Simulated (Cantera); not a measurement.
A perfectly stirred reactor is fed with CH3OH : O2 : N2 = 1 : 1.67 : 6.27 (molar parts), equivalence ratio 0.90, at 0.930 bar; it is adiabatic with a 700 K inlet, and is followed from long to short residence time, starting on the burning branch (τ in s: 0.16, 0.075, 0.035, 0.016, 0.0076, 0.0035, 0.0016, 0.00076, 0.00035, 0.00016, 7.7e-05).

Detailed kinetics in Cantera: GRI-Mech 3.0 (53 species, 325 reactions). GRI-Mech 3.0 was tuned for natural gas; its chemistry of methanol as a main component is partial and can be far from experiment.

Question: What does this change do: 0.25 parts H2 added?

Answer: 
| quantity | before | after |
|---|---|---|
| blow-out, bracketed by the residence times tried | burning at 77.0 µs, the shortest tried | burning at 77.0 µs, the shortest tried |
| x(CH3OH) at τ = 0.160 s | 3.31e-7 | 2.61e-7 |
| x(O2) at τ = 0.160 s | 0.0213 | 0.0130 |
| x(CH2O) at τ = 0.160 s | 3.67e-7 | 2.93e-7 |
| x(C2H) at τ = 0.160 s | <1e-12 | <1e-12 |
| x(HCN) at τ = 0.160 s | 1.96e-8 | 2.48e-8 |
| x(CH3OH) at τ = 3.50 ms | 8.78e-6 | 7.20e-6 |
| x(O2) at τ = 3.50 ms | 0.0279 | 0.0196 |
| x(CH2O) at τ = 3.50 ms | 9.44e-6 | 7.72e-6 |
| x(C2H) at τ = 3.50 ms | <1e-12 | 1.17e-12 |
| x(HCN) at τ = 3.50 ms | 4.26e-8 | 7.35e-8 |
